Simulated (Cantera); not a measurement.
Input: 1 mol AlN, 0.78 mol N2, held at 110 Pa.

Cantera equilibrium calculation (NASA polynomials, part measured and part estimated; ideal gas, pure solids and liquids). Candidate condensed phases: Al, AlN; 5 gas species. Rates play no part.

Question: Which condensed phases are stable at each of these points (T (K)): 1748, 1823, 1898, 1973, 2048, 2123, 2198, 2273, 2348?

Answer: 
| T (K) | condensed phases | Al condensed (%) |
|---|---|---|
| 1748 | AlN(s) | 99.8 |
| 1823 | AlN(s) | 98.9 |
| 1898 | AlN(s) | 93.3 |
| 1973 | gas only | 0.0 |
| 2048 | gas only | 0.0 |
| 2123 | gas only | 0.0 |
| 2198 | gas only | 0.0 |
| 2273 | gas only | 0.0 |
| 2348 | gas only | 0.0 |

From 1748 K to 1898 K the condensed part is AlN(s). From 1973 K to 2348 K nothing is condensed.
